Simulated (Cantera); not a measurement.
Mixture: 5.19 % C3H8, 18.5 % O2, 69.5 % N2, 6.75 % H2O, at 1.28 atm, adiabatic and at constant volume. Ignition delay is the time to a rise of 400 K.

Computed with Cantera and GRI-Mech 3.0 (53 species, 325 reactions). GRI-Mech 3.0 was tuned for natural gas; its chemistry of propane as a main component is partial and can be far from experiment.

**Question.** Predict: delay at 1175 K; delay at 1325 K; delay at 1475 K; delay at 1625 K; delay at 1775 K; apparent activation energy between 1700 and 1850 K.

**Answer.** 
```json
{
 "delay at 1175 K": "9.74 ms",
 "delay at 1325 K": "0.617 ms",
 "delay at 1475 K": "88.1 µs",
 "delay at 1625 K": "24.1 µs",
 "delay at 1775 K": "10.3 µs",
 "apparent activation energy between 1700 and 1850 K": "120 kJ/mol"
}
```
